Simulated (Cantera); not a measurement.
Feed: 1 mol C₂H₅OH, 0.16 mol CO₂, 0.2 mol N₂, held at 2973.15 K and 100 Torr.

These are equilibrium values from Cantera (NASA tables, ideal gas, pure condensed phases), not measurements of a reactor. Candidate condensed phases: C, C₆H₆, C₇H₈, C₈H₁₈, H₂O; 136 gas species. Kinetics and transport are ignored.

Base state: H₂ 0.411, H 0.255, CO 0.254, N₂ 0.0261, C₂H₂ (acetylene) 0.0237, HCN 0.0198, HNC 0.00365, C₂H 0.00243 (mole fractions); condensed: C(graphite).

Q: What changes in the equilibrium state with this change: N₂ from 0.2 to 5.1 mol?

A: 
| species | before | after |
|---|---|---|
| N₂ | 0.0261 | 0.464 |
| H₂ | 0.411 | 0.173 |
| H | 0.255 | 0.165 |
| CO | 0.254 | 0.128 |
| C₂H₂ (acetylene) | 0.0237 | 0.00730 |
| HCN | 0.0198 | 0.0463 |
| C₂N₂ | 2.20e-5 | 0.000288 |
| C₆H₂ | 1.44e-5 | 2.41e-6 |
| C₄H₂ | 0.000567 | 0.000129 |
| CH₃ | 1.79e-5 | 4.18e-6 |
| C(graphite), mol | 0.395 | 0 |
